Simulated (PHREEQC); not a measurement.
Synthetic water in mg/L, 20 °C, pH 5.99, pe 9.6:

```
constituent          mg/L
------------------  -----
Na                   3.06
K                    4.81
Ca                   6.56
Mg                   1.31
Cl                   3.24
S(6) as SO4          2.08
Alkalinity as HCO3   34.5
Pb                  0.258
```

Valence states are taken as typed.

Equilibrium calculation in PHREEQC: ion-association model, wateq4f.dat.

| Quantity | Result |
|---|---|
| ionic strength | 0.000932 mol/kgw |
| charge-balance error | -0.5 % |

| species | molality | activity | log γ |
|---|---|---|---|
| CO2 | 0.00135 | 0.00135 | 0.000 |
| HCO3- | 0.000564 | 0.000546 | -0.015 |
| Ca+2 | 0.000162 | 0.000142 | -0.059 |
| Na+ | 0.000133 | 0.000129 | -0.015 |
| K+ | 0.000123 | 0.000119 | -0.015 |
| Cl- | 9.14e-5 | 8.83e-5 | -0.015 |
| Mg+2 | 5.34e-5 | 4.67e-5 | -0.058 |
| SO4-2 | 2.10e-5 | 1.83e-5 | -0.059 |
| H+ | 1.06e-6 | 1.02e-6 | -0.014 |
| CaHCO3+ | 9.37e-7 | 9.06e-7 | -0.015 |
| Pb+2 | 7.07e-7 | 6.17e-7 | -0.059 |
| CaSO4 | 4.93e-7 | 4.93e-7 | 0.000 |
| MgHCO3+ | 3.03e-7 | 2.92e-7 | -0.015 |

This is a speciation only: nothing precipitates in the calculation. Species that the database lacks are ignored.
